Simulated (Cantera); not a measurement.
A freely propagating, adiabatic, planar premixed flame of H2 : O2 : N2 : H2O = 1 : 0.781 : 3.05 : 0.18 (molar parts), unburnt at 600 K and 13300 Pa; mixture-averaged transport, grid criteria slope 0.08 and curve 0.16, no radiation.

Computed with Cantera and the H2/O2 subset of GRI-Mech 3.0, which has no nitrogen chemistry. Burning velocities carry a grid error of a few per cent, more on coarse grids. Lean hydrogen flames are cellular in practice and burn faster than this planar one.

x: mole fraction of selected species; z is measured from the peak of heat release.

```json
[
 {"z (mm)": "-18.4", "T (K)": "600", "u (m/s)": "4.24", "x H2": "0.200", "x O2": "0.156", "x H2O": "0.0359", "x OH": "<1e-8", "x H": "<1e-8", "x HO2": "<1e-8"},
 {"z (mm)": "-12.3", "T (K)": "600", "u (m/s)": "4.24", "x H2": "0.200", "x O2": "0.156", "x H2O": "0.0359", "x OH": "<1e-8", "x H": "<1e-8", "x HO2": "<1e-8"},
 {"z (mm)": "-9.20", "T (K)": "600", "u (m/s)": "4.24", "x H2": "0.200", "x O2": "0.156", "x H2O": "0.0359", "x OH": "<1e-8", "x H": "<1e-8", "x HO2": "<1e-8"},
 {"z (mm)": "-6.14", "T (K)": "600", "u (m/s)": "4.24", "x H2": "0.200", "x O2": "0.156", "x H2O": "0.0359", "x OH": "<1e-8", "x H": "1.36e-7", "x HO2": "___"},
 {"z (mm)": "-3.07", "T (K)": "610", "u (m/s)": "4.29", "x H2": "0.197", "x O2": "0.156", "x H2O": "0.0367", "x OH": "3.15e-5", "x H": "0.000211", "x HO2": "___"},
 {"z (mm)": "-1.53", "T (K)": "729", "u (m/s)": "5.07", "x H2": "0.175", "x O2": "0.153", "x H2O": "0.0485", "x OH": "0.000329", "x H": "0.00483", "x HO2": "___"},
 {"z (mm)": "0", "T (K)": "1053", "u (m/s)": "7.13", "x H2": "0.0886", "x O2": "0.121", "x H2O": "0.118", "x OH": "0.00229", "x H": "0.0311", "x HO2": "___"},
 {"z (mm)": "1.53", "T (K)": "1302", "u (m/s)": "8.71", "x H2": "0.0268", "x O2": "0.0793", "x H2O": "0.190", "x OH": "0.00634", "x H": "0.0427", "x HO2": "___"},
 {"z (mm)": "3.07", "T (K)": "1421", "u (m/s)": "9.45", "x H2": "0.0199", "x O2": "0.0715", "x H2O": "0.204", "x OH": "0.00836", "x H": "0.0361", "x HO2": "___"},
 {"z (mm)": "6.14", "T (K)": "1549", "u (m/s)": "10.2", "x H2": "0.0183", "x O2": "0.0683", "x H2O": "0.213", "x OH": "0.0103", "x H": "0.0263", "x HO2": "___"},
 {"z (mm)": "12.3", "T (K)": "1679", "u (m/s)": "11.0", "x H2": "0.0157", "x O2": "0.0657", "x H2O": "0.222", "x OH": "0.0118", "x H": "0.0170", "x HO2": "___"},
 {"z (mm)": "24.5", "T (K)": "1800", "u (m/s)": "11.7", "x H2": "0.0120", "x O2": "0.0636", "x H2O": "0.232", "x OH": "0.0121", "x H": "0.00943", "x HO2": "___"},
 {"z (mm)": "49.1", "T (K)": "1900", "u (m/s)": "12.2", "x H2": "0.00781", "x O2": "0.0622", "x H2O": "0.242", "x OH": "0.0110", "x H": "0.00432", "x HO2": "___"}
]
```

Q: Fill in the missing entries.

A: 
- -6.14, x HO2: 5.84e-7
- -3.07, x HO2: 6.40e-5
- -1.53, x HO2: 4.54e-5
- 0, x HO2: 2.10e-5
- 1.53, x HO2: 1.12e-5
- 3.07, x HO2: 8.51e-6
- 6.14, x HO2: 6.62e-6
- 12.3, x HO2: 5.00e-6
- 24.5, x HO2: 3.56e-6
- 49.1, x HO2: 2.35e-6
